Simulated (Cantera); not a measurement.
**Equilibrium for titanium nitride, carbide and oxide coatings: Ti + O2 + H2 + C3H8**

Charge: 1 mol Ti, a varied amount of O2, 39 mol H2, 0.41 mol C3H8, equilibrated at 1823 K and 443 Torr.

These are equilibrium values from Cantera (NASA tables, ideal gas, pure condensed phases), not measurements of a reactor. Candidate condensed phases: C, C6H6, C7H8, C8H18, H2O, Ti, TiC, TiO, TiO2, Ti2O3, Ti3O5, Ti4O7; 113 gas species. Mutual solubility and eutectic melting of coexisting phases are not modelled. TiC: taken at fixed stoichiometry. Condensed phases not in the tables: Magnéli phases beyond Ti4O7. Equilibrium is a limit: real reactors are often held back by kinetics, nucleation or transport.

From 0.18 mol O2 to 1.1 mol O2 the condensed part is TiC(s) + Ti2O3(s). At 1.4 mol O2 the condensed part is Ti2O3(s). From 1.7 mol O2 to 2.2 mol O2 the condensed part is Ti3O5(s). From 2.5 mol O2 to 3.4 mol O2 the condensed part is Ti4O7(s). The main Ti-bearing gas is TiO at 0.18 mol O2 and TiO2 at 3.4 mol O2.

| n(O2) (mol) | x H2 | x H2O | x CO | x CO2 | x H | x CH4 | n TiC(s) | n Ti2O3(s) | n Ti3O5(s) | n Ti4O7(s) |
|---|---|---|---|---|---|---|---|---|---|---|
| 0.18 | 0.992 | 0.000109 | 0.00684 | 1.92e-7 | 0.000562 | 3.89e-6 | 0.950 | 0.0251 | 0 | 0 |
| 0.47 | 0.987 | 0.000137 | 0.0124 | 4.43e-7 | 0.000560 | 5.50e-6 | 0.718 | 0.141 | 0 | 0 |
| 0.77 | 0.981 | 0.000159 | 0.0181 | 7.52e-7 | 0.000559 | 6.82e-6 | 0.479 | 0.261 | 0 | 0 |
| 1.1 | 0.975 | 0.000178 | 0.0244 | 1.14e-6 | 0.000557 | 8.04e-6 | 0.215 | 0.393 | 0 | 0 |
| 1.4 | 0.968 | 0.00166 | 0.0294 | 1.29e-5 | 0.000555 | 1.02e-6 | 0 | 0.500 | 0 | 0 |
| 1.7 | 0.958 | 0.0119 | 0.0293 | 9.32e-5 | 0.000552 | 1.37e-7 | 0 | 0 | 0.333 | 0 |
| 1.9 | 0.949 | 0.0214 | 0.0292 | 0.000168 | 0.000549 | 7.37e-8 | 0 | 0 | 0.333 | 0 |
| 2.2 | 0.934 | 0.0356 | 0.0291 | 0.000283 | 0.000545 | 4.22e-8 | 0 | 0 | 0.333 | 0 |
| 2.5 | 0.922 | 0.0478 | 0.0290 | 0.000384 | 0.000542 | 3.01e-8 | 0 | 0 | 0 | 0.250 |
| 2.8 | 0.908 | 0.0621 | 0.0289 | 0.000504 | 0.000537 | 2.20e-8 | 0 | 0 | 0 | 0.250 |
| 3.1 | 0.894 | 0.0763 | 0.0287 | 0.000627 | 0.000533 | 1.70e-8 | 0 | 0 | 0 | 0.250 |
| 3.4 | 0.880 | 0.0905 | 0.0286 | 0.000752 | 0.000529 | 1.36e-8 | 0 | 0 | 0 | 0.250 |
x: gas mole fraction; n: condensed amount in mol.
